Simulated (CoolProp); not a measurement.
Saturation properties of n-octane.

Computed with CoolProp (reference Helmholtz-energy equation of state, Beckmüller 2019).

| T (K) | p (kPa) | vapour density (kg/m³) | enthalpy of vaporisation (kJ/kg) | liquid cp (kJ/(kg K)) | liquid conductivity (mW/(m K)) |
|---|---|---|---|---|---|
| 352.3 | 22.62 | 0.8996 | 331.4 | 2.441 | 109 |
| 370.9 | 43.53 | 1.664 | 319.9 | 2.521 | 104 |
| 389.4 | 77.48 | 2.867 | 307.8 | 2.604 | 98.9 |
| 408 | 129.9 | 4.690 | 295.0 | 2.691 | 94.2 |
| 426.5 | 206.2 | 7.319 | 281.4 | 2.781 | 89.8 |
| 445.1 | 313.9 | 11.05 | 266.5 | 2.878 | 85.4 |
| 463.6 | 459.0 | 16.21 | 250.1 | 2.982 | 81.1 |
| 482.2 | 651.4 | 23.37 | 231.6 | 3.100 | 77.0 |
| 500.7 | 898.0 | 33.27 | 210.5 | 3.242 | 73.0 |
| 519.3 | 1212 | 47.46 | 185.3 | 3.438 | 69.1 |
| 537.8 | 1602 | 68.87 | 153.6 | 3.775 | 65.6 |

It boils at 398.8 K under 1 atm.

Thermal conductivity comes from a separate model (Huber 2005).
